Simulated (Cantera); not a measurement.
A closed system holds: 1 mol BCl3, 2.1 mol N2, held at 1.00 bar.

Equilibrium computed with Cantera from the NASA thermochemical tables; the gas is ideal and each condensed phase is pure. Candidate condensed phases: B, BN; 10 gas species. N2 is the only nitrogen source here; it is nearly inert below about 1500 K, so the nitride shown seldom forms there in practice. The tables' values for BCl2, BCl are old estimates; treat these amounts as uncertain. Kinetics and transport are ignored.

x: gas mole fraction; n: condensed amount in mol.

```csv
T (K),x N2,x BCl3,x Cl,x BCl2,x BCl,x Cl2,x B,n BN(s)
1025,0.677,0.323,2.06e-7,2.24e-9,<1e-12,1.36e-7,<1e-12,0
1175,0.677,0.323,2.86e-6,1.29e-7,1.28e-11,6.24e-7,<1e-12,0
1325,0.677,0.323,2.20e-5,2.94e-6,2.06e-9,2.04e-6,<1e-12,0
1475,0.677,0.322,0.000113,3.51e-5,1.17e-7,5.26e-6,<1e-12,0
1625,0.677,0.322,[?],0.000263,3.10e-6,[?],<1e-12,[?]
1775,0.676,0.321,0.00137,0.00133,4.30e-5,2.38e-5,3.40e-12,0
1925,0.674,0.317,[?],0.00415,0.000253,[?],[?],0
2075,0.669,0.307,0.0126,0.0107,0.00112,0.000168,2.10e-9,0
```

Question: Some entries are withheld; supply them.

Answer: 
- 1925, x Cl: 0.00452
- 1925, x Cl2: 6.81e-5
- 1925, x B: 1.10e-10
- 1625, x Cl: 0.000430
- 1625, x Cl2: 1.14e-5
- 1625, n BN(s): 0.000190
